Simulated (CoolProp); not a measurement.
Properties of vinyl chloride along the isotherm 156.85 °C.

Values from CoolProp's reference Helmholtz-energy equation of state, Thol 2022.

```
p (MPa)          phase  cv (kJ/(kg K))  speed of sound (m/s)  Joule-Thomson coefficient (K/MPa)  isothermal compressibility (1/MPa)  expansivity (1/kK)  fugacity coefficient
-------  -------------  --------------  --------------------  ---------------------------------  ----------------------------------  ------------------  --------------------
0.0885             gas          0.9575                 254.3                              9.508                               11.36               2.363                0.9951
0.138              gas          0.9582                 253.8                              9.538                               7.303               2.385                0.9923
0.215              gas          0.9592                 253.0                              9.586                               4.709               2.419                0.9881
0.334              gas          0.9608                 251.7                              9.663                               3.052               2.473                0.9815
0.52               gas          0.9634                 249.7                              9.785                               1.983               2.563                0.9712
0.81               gas          0.9677                 246.4                              9.986                               1.298               2.716                0.9552
1.26               gas          0.9749                 241.1                              10.32                              0.8620               2.990                0.9304
1.96               gas          0.9879                 232.2                              10.91                              0.5888               3.533                0.8919
3.06               gas           1.014                 216.4                              12.02                              0.4301               4.900                0.8313
4.76               gas           1.083                 186.3                              14.04                              0.4176               11.42                0.7357
7.42     supercritical           1.119                 261.7                              2.906                             0.07554               14.01                0.5607
11.5     supercritical           1.084                 388.1                              1.021                             0.02020               5.466                0.4077
18       supercritical           1.074                 501.2                             0.3475                            0.009599               3.326                0.3090
28       supercritical           1.074                 617.0                          -0.007600                            0.005411               2.304                0.2533
```
